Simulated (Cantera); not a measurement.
A closed system holds: 1 mol Si₃N₄, 1.7 mol O₂, 68 mol H₂, 1 mol CO₂, held at 0.330 bar.

These are equilibrium values from Cantera (NASA tables, ideal gas, pure condensed phases), not measurements of a reactor. Candidate condensed phases: C, C₆H₆, C₇H₈, C₈H₁₈, H₂O, Si, SiC, SiO₂, Si₂N₂O, Si₃N₄; 151 gas species. Mutual solubility and eutectic melting of coexisting phases are not modelled. The tables hold silica as quartz up to 1696 K and as liquid above; real silica turns to tridymite and cristobalite and melts near 1996 K. The numbers say what is thermodynamically allowed, not how fast it happens.

### Question
At 1373 K, list the 6 most abundant gas species with their mole fractions, and the condensed phases.

### Answer
H₂ 0.965, N₂ 0.0209, CO 0.0139, CH₄ 0.000304, H₂O 0.000105, HCN 1.11e-5. Condensed: SiO₂(β-quartz) + Si₂N₂O(s).
